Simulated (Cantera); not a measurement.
A freely propagating, adiabatic, planar premixed flame of CH4 : CO : O2 : N2 = 1 : 0.58 : 2.29 : 8.61 (molar parts), unburnt at 473 K and 140000 Pa; mixture-averaged transport, grid criteria slope 0.08 and curve 0.16, no radiation.

Model: GRI-Mech 3.0 (53 species, 325 reactions), integrated in Cantera. Burning velocities carry a grid error of a few per cent, more on coarse grids.

x: mole fraction of selected species; z is measured from the peak of heat release.

| z (mm) | T (K) | u (m/s) | x CH4 | x CO | x O2 | x O | x C2H | x C2H4 |
|---|---|---|---|---|---|---|---|---|
| -0.801 | 473 | 0.860 | 0.0801 | 0.0465 | 0.183 | <1e-8 | <1e-8 | <1e-8 |
| -0.534 | 474 | 0.862 | 0.0799 | 0.0464 | 0.183 | <1e-8 | <1e-8 | 3.37e-8 |
| -0.401 | 478 | 0.871 | 0.0796 | 0.0464 | 0.183 | <1e-8 | <1e-8 | 3.43e-7 |
| -0.267 | 518 | 0.947 | 0.0771 | 0.0467 | 0.180 | 5.13e-8 | <1e-8 | 5.18e-6 |
| -0.134 | 875 | 1.62 | 0.0578 | 0.0529 | 0.153 | 9.40e-6 | <1e-8 | 0.000100 |
| -0.0668 | ? | 2.43 | ? | ? | ? | ? | <1e-8 | ? |
| 0 | 1710 | 3.20 | 0.00776 | 0.0724 | 0.0679 | 0.00110 | 8.03e-8 | 0.000178 |
| 0.0668 | 1879 | 3.50 | 0.000515 | 0.0643 | 0.0401 | 0.00350 | 4.99e-8 | 8.24e-6 |
| 0.134 | 1937 | 3.59 | 1.74e-5 | 0.0522 | 0.0302 | 0.00457 | <1e-8 | 9.34e-8 |
| 0.267 | 2006 | 3.69 | 3.98e-8 | 0.0403 | 0.0242 | 0.00436 | <1e-8 | <1e-8 |
| 0.534 | 2090 | 3.82 | <1e-8 | ? | ? | ? | <1e-8 | <1e-8 |
| 1.07 | 2177 | 3.96 | <1e-8 | 0.0292 | 0.0170 | 0.00222 | <1e-8 | <1e-8 |
| 2.14 | 2251 | 4.07 | <1e-8 | 0.0243 | 0.0137 | 0.00137 | <1e-8 | <1e-8 |

Q: Fill in the missing entries.

A: 
- -0.0668, T (K): 1302
- -0.0668, x CH4: 0.0328
- -0.0668, x CO: 0.0633
- -0.0668, x O2: 0.115
- -0.0668, x O: 0.000135
- -0.0668, x C2H4: 0.000256
- 0.534, x CO: 0.0338
- 0.534, x O2: 0.0204
- 0.534, x O: 0.00336
